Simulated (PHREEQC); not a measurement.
Consider water at 20 °C with 44.5 mmol/kgw H2SO4, 0.00032 mmol/kgw H4SiO4 and 13 mmol/kgw KH2PO4. Closed to the air; pH follows from the charge balance.

Model: ion-association model, wateq4f.dat, run in PHREEQC.

Task: The ionic strength comes out as 0.0776 mol/kgw. What activity coefficients do KSO4-, H+, H2PO4-, SO4-2, K+ get?

Result: KSO4- 0.81, H+ 0.84, H2PO4- 0.81, SO4-2 0.41, K+ 0.78.

Precipitation was switched off in this run. Complexes and solids missing from the database can't appear. H3PO4, which wateq4f.dat lacks, is added to it with the constant of phreeqc.dat.
